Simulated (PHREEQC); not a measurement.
Make-up at 19 °C: 17 mmol/kgw H3AsO4. Closed to the air; pH follows from the charge balance.

All values are PHREEQC results (ion-association model, wateq4f.dat), not measurements.

The pH is 2.15 and the ionic strength is 0.00768 mol/kgw. The total alkalinity is -17.0 meq/kg.

| species | molality | activity | log γ |
|---|---|---|---|
| H3AsO4 | 0.00932 | 0.00934 | 0.001 |
| H+ | 0.00768 | 0.00708 | -0.035 |
| H2AsO4- | 0.00768 | 0.00701 | -0.040 |
| HAsO4-2 | 9.60e-8 | 6.67e-8 | -0.158 |

No solid was allowed to form. Complexes and solids missing from the database can't appear.
